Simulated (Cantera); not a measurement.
What does this Cantera script print?

```python
import numpy as np
import cantera as ct

gas_names = [...]  # 113 gases of nasa_gas.yaml made of C, Cu, H, O
cond_names = """
    C(gr) C6H6(L) C7H8(L) C8H18(L),n-octa Cu(cr) Cu(L) CuO(s) CuO2H2(s) Cu2O(s) Cu2O(L) H2O(s) H2O(L)
""".split()


# ... load() reads the species with a 1 bar reference pressure and builds the phases ...
atoms = {
    'Cu2O': {'Cu': 2, 'O': 1},
    'CH4': {'C': 1, 'H': 4},
    'H2': {'H': 2},
}
top_T = {'C(gr)': 4500, 'CuO(s)': 1390}  # K; cautious upper limits of use, not melting points


# ... equilibrate(T, P, feed) seeds the gas with the atoms and calls Mixture.equilibrate('TP', solver="vcs", rtol=1e-11, max_steps=5000) ...
results = []
feed = {'Cu2O': 1, 'CH4': 0.32, 'H2': 0.14}  # mol
P = 1300  # Pa
for T in [2048, 2073, 2098, 2123, 2148, 2173, 2198, 2223, 2248, 2273, 2298, 2323]:
    mix = equilibrate(T, P, feed)
    results.append((T, P, feed, dict(zip(mix.species_names, mix.species_moles))))

top = {s: max(r[3][s] / sum(r[3][g] for g in gas_names) for r in results) for s in gas_names}
cols = sorted((s for s in top if top[s] > 1e-06), key=lambda s: -top[s])[:6]
seen = [c for c in cond_names if any(r[3].get(c, 0) > 1e-12 for r in results)]
print("log10 of partial pressures in bar; condensed amounts in mol")
print(f"{'T/K':>10s}" + "".join(f"{s[:9]:>10s}" for s in cols + seen))
for T, P, feed, n in results:
    ng = sum(n[g] for g in gas_names)
    print(f"{T:10.4g}" + "".join(f"{np.log10(max(n[s] / ng * P / 1e5, 1e-99)):10.3f}" for s in cols)
          + "".join(f"{n.get(c, 0):10.4g}" for c in seen))
```

It prints:

```
log10 of partial pressures in bar; condensed amounts in mol
       T/K        Cu       H2O        H2        CO       CO2         H     Cu(L)
      2048    -2.177    -2.496    -2.921    -2.933    -3.185    -4.110    0.8193
      2073    -2.082    -2.629    -3.057    -3.062    -3.320    -4.108  0.008803
      2098    -2.081    -2.632    -3.061    -3.062    -3.326    -4.042         0
      2123    -2.081    -2.633    -3.064    -3.061    -3.330    -3.977         0
      2148    -2.082    -2.635    -3.068    -3.059    -3.335    -3.914         0
      2173    -2.082    -2.638    -3.070    -3.057    -3.340    -3.852         0
      2198    -2.082    -2.641    -3.073    -3.056    -3.346    -3.791         0
      2223    -2.083    -2.645    -3.075    -3.054    -3.352    -3.731         0
      2248    -2.084    -2.649    -3.077    -3.051    -3.360    -3.672         0
      2273    -2.085    -2.655    -3.077    -3.049    -3.368    -3.614         0
      2298    -2.086    -2.662    -3.078    -3.046    -3.379    -3.558         0
      2323    -2.087    -2.670    -3.077    -3.043    -3.390    -3.501         0
```

These are equilibrium values from Cantera (NASA tables, ideal gas, pure condensed phases), not measurements of a reactor.
